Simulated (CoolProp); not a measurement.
A simple Rankine cycle with R114: condensing at 302.15 K, boiler at 1.77 MPa, turbine inlet 424.4 K, turbine efficiency 0.9, pump efficiency 0.8, no recuperator. Each further row changes one setting.

Model: reference Helmholtz-energy equation of state, Platzer 1990, in CoolProp. This equation is an older, rougher fit; its heat capacities, sound speeds and derivatives of the liquid may be far off and weren't checked against measurements.

```json
[
 {"case": "as stated", "thermal efficiency (%)": "14.2", "net work (kJ/kg)": "29.3", "heat in (kJ/kg)": "207", "turbine exit temperature (K)": "369.9", "volume ratio over the turbine": "7.66"},
 {"case": "turbine inlet 444.4 K", "thermal efficiency (%)": "14.0", "net work (kJ/kg)": "31.5", "heat in (kJ/kg)": "225", "turbine exit temperature (K)": "390.3", "volume ratio over the turbine": "7.43"},
 {"case": "condensing temperature 294.15 K", "thermal efficiency (%)": "15.5", "net work (kJ/kg)": "33.2", "heat in (kJ/kg)": "214", "turbine exit temperature (K)": "364.1", "volume ratio over the turbine": "9.82"},
 {"case": "boiler pressure 1.24 MPa", "thermal efficiency (%)": "12.0", "net work (kJ/kg)": "25.5", "heat in (kJ/kg)": "212", "turbine exit temperature (K)": "381.8", "volume ratio over the turbine": "5.12"},
 {"case": "turbine efficiency 0.8", "thermal efficiency (%)": "12.5", "net work (kJ/kg)": "25.9", "heat in (kJ/kg)": "207", "turbine exit temperature (K)": "374.3", "volume ratio over the turbine": "7.76"}
]
```
